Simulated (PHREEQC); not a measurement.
Solution (10 °C): 34 mmol/kgw CuCl2, 31 mmol/kgw HBF4 and 1 mmol/kgw KCl. Closed to the air; pH follows from the charge balance.

The numbers come from PHREEQC with the ion-association model, wateq4f.dat.

Problem. The ionic strength comes out as 0.131 mol/kgw. What activity coefficients do Cu+2, Cl-, CuCl+, HF2-, BF2(OH)2- get?

Solution. Cu+2 0.38, Cl- 0.75, CuCl+ 0.76, HF2- 0.75, BF2(OH)2- 0.73.

No solid was allowed to form. Constants without temperature data keep their 25 °C values here. Real BF4- forms and hydrolyses slowly; the run takes it at equilibrium.
